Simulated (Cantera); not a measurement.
Reactions in the system H-S

Standard-state values (1 bar) from the NASA 1993 polynomials, evaluated with Cantera. Values are per mole of reaction as written; species without (g) are pure solids or liquids, kept so even where they would boil at 1 bar.

H2(g) + S → H2S(g)

```json
[
 {"T (K)": "773", "ΔH° (kJ)": "-34.3", "ΔS° (J/K)": "14.1", "ΔG° (kJ)": "-45.2", "log10 K": "3.05"},
 {"T (K)": "798", "ΔH° (kJ)": "-34.8", "ΔS° (J/K)": "13.5", "ΔG° (kJ)": "-45.5", "log10 K": "2.98"},
 {"T (K)": "823", "ΔH° (kJ)": "-35.2", "ΔS° (J/K)": "12.9", "ΔG° (kJ)": "-45.9", "log10 K": "2.91"},
 {"T (K)": "848", "ΔH° (kJ)": "-35.7", "ΔS° (J/K)": "12.4", "ΔG° (kJ)": "-46.2", "log10 K": "2.85"},
 {"T (K)": "873", "ΔH° (kJ)": "-36.2", "ΔS° (J/K)": "11.8", "ΔG° (kJ)": "-46.5", "log10 K": "2.78"}
]
```

2 H2S(g) → S2(g) + 4 H(g)

```json
[
 {"T (K)": "773", "ΔH° (kJ)": "1061.5", "ΔS° (J/K)": "316.9", "ΔG° (kJ)": "816.6", "log10 K": "-55.18"},
 {"T (K)": "798", "ΔH° (kJ)": "1062.4", "ΔS° (J/K)": "318.0", "ΔG° (kJ)": "808.6", "log10 K": "-52.93"},
 {"T (K)": "823", "ΔH° (kJ)": "1063.2", "ΔS° (J/K)": "319.0", "ΔG° (kJ)": "800.7", "log10 K": "-50.82"},
 {"T (K)": "848", "ΔH° (kJ)": "1064.1", "ΔS° (J/K)": "320.0", "ΔG° (kJ)": "792.7", "log10 K": "-48.83"},
 {"T (K)": "873", "ΔH° (kJ)": "1064.9", "ΔS° (J/K)": "321.0", "ΔG° (kJ)": "784.7", "log10 K": "-46.95"}
]
```
